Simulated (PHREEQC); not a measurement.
Synthetic water in mg/L, 25 °C, pH 3.24, pe 9.2:

| constituent | mg/L |
|---|---|
| Na | 55.5 |
| K | 15.7 |
| Ca | 20.1 |
| Mg | 14.6 |
| Cl | 10.6 |
| S(6) as SO4 | 293 |
| B | 0.148 |
| N(5) as NO3 | 0.353 |
| Zn | 0.154 |
| Al | 0.715 |
| Si as SiO2 | 3.61 |

Valence states are taken as typed.

The numbers come from PHREEQC with the ion-association model, phreeqc.dat.

Question: The ionic strength comes out as 0.00906 mol/kgw. What activity coefficients do HSO4-, Cl-, Ca+2, NO3-, Mg+2 get?

Answer: HSO4- 0.91, Cl- 0.91, Ca+2 0.68, NO3- 0.90, Mg+2 0.69.

No solid was allowed to form.
